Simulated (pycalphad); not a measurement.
All values are pycalphad results on the COST 507 light-alloy database (1999) (1 atm), not direct measurements. The database dates from 1999; later assessments differ in places, in temperatures and in the compounds included. Amounts are mole fractions of atoms. Diffusion is slow at the low end, where real alloys seldom reach equilibrium.

Q: Give the equilibrium state of Ti-0.8517C (wt.%) at 537 °C.

A: HCP_A3, fraction 0.915, with 0.07 C wt.%; FCC_A1, fraction 0.085, with 12.3 C wt.%.

Q: Give the equilibrium state of Ti-0.8517C (wt.%) at 1257 °C.

A: BCC_A2, fraction 0.936, with 0.32 C wt.%; FCC_A1, fraction 0.064, with 11.1 C wt.%.

FCC_A1 is fcc; BCC_A2 is bcc; HCP_A3 is hcp. The fcc model also describes the rock-salt carbide or nitride (TiC, TiN, HfC).
